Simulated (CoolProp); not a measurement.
Model: reference Helmholtz-energy equation of state, Lemmon 2006, in CoolProp. It is a short technical equation, of lower accuracy than the large ones.

Give the vapour pressure (bar), surface tension (mN/m), liquid viscosity (µPa s) of saturated toluene at 388.4, 482.2 K.


```
T (K)  p (bar)  surface tension (mN/m)  liquid viscosity (µPa s)
-----  -------  ----------------------  ------------------------
388.4     1.15                    17.4                       240
482.2     8.78                    7.82                       130
```

Viscosity comes from a separate model (Avgeri 2015). Surface tension comes from a separate correlation (Mulero 2012).
